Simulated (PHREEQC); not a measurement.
A solution holds 0.018 mol/kgw FeSO4, 0.2 mol/kgw CaCl2, 0.0014 mol/kgw NaF and 0.0021 mol/kgw NaCl, at 25 °C. Closed to the air; pH follows from the charge balance.

Computed with PHREEQC (ion-association model with the Debye-Hückel limiting law, phreeqc.dat).

Precipitation was switched off in this run.

Problem. What pH does the model give?

Solution. pH 6.51.

Problem. In which forms is S present?

Solution. SO4-2 98 %, CaSO4 1.6 % of the S.

Examples of supersaturated solids here: Fluorite. Others may be too. Fluoro complexes past AlF4- and FeF3 are missing from the database.
